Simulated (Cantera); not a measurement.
An adiabatic, constant-pressure homogeneous reactor starts with C3H8 : O2 : N2 : CO2 = 1 : 11.9 : 44.8 : 16 (molar parts), equivalence ratio 0.42, at 1800 K and 4.00 bar. Integrator tolerance rtol = 1e-08.

Cantera simulation using GRI-Mech 3.0 (53 species, 325 reactions); the numbers are that mechanism's predictions, not measurements.

Q: What does this change do: initial temperature 1800 to 1700 K?

A: 
```csv
quantity,before,after
time of steepest temperature rise,4.68 µs,8.08 µs
temperature at 0.300 s,2352 K,2278 K
equilibrium temperature,2352 K,2278 K
x(C3H8) at 0.300 s,<1e-12 (gas-phase equilibrium <1e-12),<1e-12 (gas-phase equilibrium <1e-12)
x(O2) at 0.300 s,0.0890 (gas-phase equilibrium 0.0890),0.0890 (gas-phase equilibrium 0.0890)
x(CO2) at 0.300 s,0.246 (gas-phase equilibrium 0.246),0.249 (gas-phase equilibrium 0.249)
x(H2) at 0.300 s,0.000240 (gas-phase equilibrium 0.000240),0.000160 (gas-phase equilibrium 0.000160)
x(CH2CO) at 0.300 s,<1e-12 (gas-phase equilibrium <1e-12),<1e-12 (gas-phase equilibrium <1e-12)
```
